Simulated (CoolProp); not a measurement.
Vapour-liquid equilibrium of R1234yf (1) + R227EA (2) at 0.00679 bar; x and y are mole fractions of (1).

The numbers come from the multi-fluid Helmholtz-energy mixture model, Lemmon 2022 and Lemmon 2016; pair parameters Bell 2016 in CoolProp.

```
x     bubble temperature, mixture model (K)  bubble temperature, Raoult's law (K)  y, mixture model  y, Raoult's law
----  -------------------------------------  ------------------------------------  ----------------  ---------------
0.05                                  180.2                                 180.2             0.145            0.138
0.2                                   177.6                                 177.8                 ?            0.439
0.35                                      ?                                 175.7             0.636            0.634
0.5                                       ?                                 174.0                 ?            0.767
0.65                                      ?                                 172.5             0.858            0.862
0.8                                   171.2                                 171.2             0.929            0.932
0.95                                  170.1                                 170.1             0.984            0.985
```

Task: Fill in the missing entries.

Result: 
- 0.2, y, mixture model: 0.447
- 0.35, bubble temperature, mixture model (K): 175.5
- 0.5, bubble temperature, mixture model (K): 173.9
- 0.5, y, mixture model: 0.765
- 0.65, bubble temperature, mixture model (K): 172.4

The largest gap from Raoult's law is -0.2 K in bubble temperature, at x = 0.2. No azeotrope shows between x = 0.05 and 0.95.

The pair parameters rest on a limited set of measurements; away from them the model extrapolates.
